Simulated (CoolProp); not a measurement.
R1234ze(E) at several states: density (kg/m³) from the reference equation and from simpler models built on Tc = 109.4 °C, pc = 36.35 bar, ω = 0.313; each cubic takes its own stable root.

Computed with CoolProp (reference Helmholtz-energy equation of state, Thol 2016).

| T (°C) | p (bar) | phase | reference |
|---|---|---|---|
| -23.15 | 0.248 | gas | 1.375 |
| 100.05 | 7.79 | gas | 31.37 |
| 13.45 | 2.63 | gas | 13.59 |

**Question.** How far does each simpler model (ideal gas, van der Waals, Soave-Redlich-Kwong) lie from the reference over these 3 states: mean and median of the absolute difference, and the worst?

**Answer.** 
- ideal gas: mean 5.7 %, median 7.4 %, worst -8.7 % at 100.05 °C and 7.79 bar
- van der Waals: mean 1.8 %, median 1.7 %, worst -3.1 % at 13.45 °C and 2.63 bar
- Soave-Redlich-Kwong: mean 0.5 %, median 0.4 %, worst -0.9 % at 13.45 °C and 2.63 bar
